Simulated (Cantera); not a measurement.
An isothermal plug-flow reactor at 1200 K and 0.350 bar (inlet), inlet velocity 3.1 m/s, active area per volume 520 1/m; feed CH4 : O2 : N2 = 0.0029 : 0.068 : 0.79 (molar parts).

Model: Deutschmann's 1995 Pt surface mechanism with GRI-Mech 3.0 gas chemistry, integrated in Cantera. Catalytic surfaces can have several steady states; this one follows from the mechanism file's or the stated starting coverage. Mass transfer to the wall is taken as infinitely fast.

### Question
What does this change do: N2 0.79 to 1.1 parts?

### Answer
```
quantity                 before     after
----------------------  -------  --------
x(CH4) at z = 0.0035 m  0.00225   0.00159
x(O2) at z = 0.0035 m    0.0768    0.0563
x(H2O) at z = 0.0035 m  0.00222   0.00177
x(CO2) at z = 0.0035 m  0.00111  0.000879
x(CO) at z = 0.0035 m   3.77e-6   2.83e-6
θ(free Pt) at the exit    0.514     0.536
θ(O*) at the exit         0.486     0.464
```
